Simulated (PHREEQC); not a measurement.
A solution holds 0.32 mol MgSO4, 0.15 mol K2SO4 and 0.092 mol NaCl per kg of water, at 51 °C. Closed to the air; pH follows from the charge balance.

Model: Pitzer model, pitzer.dat, run in PHREEQC.

```
quantity                          before    after
-------------------------------  -------  -------
HSO4- (mol/kgw)                  2.62e-6  1.86e-6
SI of Thenardite (Na2SO4)          -3.73    -3.75
SI of Mirabilite (Na2SO4:10H2O)    -3.88    -3.89
```

Question: What was changed between the two runs?
A. diluted 10-fold with water
B. temperature from 51 to 70 °C
C. K2SO4 left out
D. MgSO4 left out
E. MgSO4 from 0.32 to 0.16 mol/kgw

Answer: E, MgSO4 from 0.32 to 0.16 mol/kgw

Precipitation was switched off in this run. At this temperature some constants are extrapolated from 25 °C, and those without enthalpy data are left unchanged.
